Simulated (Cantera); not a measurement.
Input: 1 mol SiH₄, 0.016 mol C₂H₂, 12 mol H₂, at 950 °C and 0.230 bar.

Equilibrium computed with Cantera from the NASA thermochemical tables; the gas is ideal and each condensed phase is pure. Candidate condensed phases: C, C₆H₆, C₇H₈, C₈H₁₈, Si, SiC; 87 gas species. Mutual solubility and eutectic melting of coexisting phases are not modelled. Kinetics and transport are ignored.

Base state: H₂ 1.000 (mole fractions); condensed: Si(s) + SiC(s).

**Question.** What changes in the equilibrium state with this change: SiH₄ replaced by SiH₂Cl₂?

**Answer.** 
| species | before | after |
|---|---|---|
| H₂ | 1.000 | 0.922 |
| HCl | 0 | 0.0471 |
| SiCl₄ | 0 | 0.0132 |
| SiHCl₃ | 0 | 0.00796 |
| SiCl₂ | 0 | 0.00585 |
| Si(s), mol | 0.968 | 0.547 |
| SiC(s), mol | 0.0319 | 0.0319 |
The tables' values for SiCl₃ are old estimates; treat these amounts as uncertain.
